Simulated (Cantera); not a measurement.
Standard-state values (1 bar) from the NASA 1993 polynomials, evaluated with Cantera. Values are per mole of reaction as written; species without (g) are pure solids or liquids, kept so even where they would boil at 1 bar.

Problem. Between 375 and 1375 K, where is each reaction favourable under standard conditions?
- 2 NO(g) + Zr → N₂(g) + ZrO₂

Solution. 
- 2 NO(g) + Zr → N₂(g) + ZrO₂: ΔG° is -1198 kJ at 375 K and -987 kJ at 1375 K; it stays negative (K > 1). ΔH° is -1273 kJ and ΔS° -208 J/K at 1375 K.
